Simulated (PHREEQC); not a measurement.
A solution holds 0.08 mol/kgw NH4HSO4, at 25 °C. Closed to the air; pH follows from the charge balance.

All values are PHREEQC results (ion-association model, wateq4f.dat), not measurements.

Each row changes one thing in this solution. No solid was allowed to form.

```csv
case,pH,ionic strength (mol/kgw),NH4+ (mol/kgw),NH3 (mol/kgw)
as made,1.50,0.140,0.0709,9.70e-10
NH4HSO4 from 0.08 to 0.088 mol/kgw,1.47,0.152,0.0777,9.83e-10
NH4HSO4 replaced by NH4HCO3 at the same molality,7.75,0.0784,___,0.00201
NH4HSO4 from 0.08 to 0.12 mol/kgw,1.36,0.198,0.104,1.03e-9
diluted 100-fold with water,3.14,0.00230,0.000794,5.97e-10
diluted 5-fold with water,2.03,0.0355,0.0150,7.77e-10
0.0067 mol/kgw CsOH added,1.55,0.144,0.0704,___
```

Fill in the missing entries.


- NH4HSO4 replaced by NH4HCO3 at the same molality, NH4+ (mol/kgw): 0.0780
- 0.0067 mol/kgw CsOH added, NH3 (mol/kgw): 1.08e-9

Complexes and solids missing from the database can't appear.
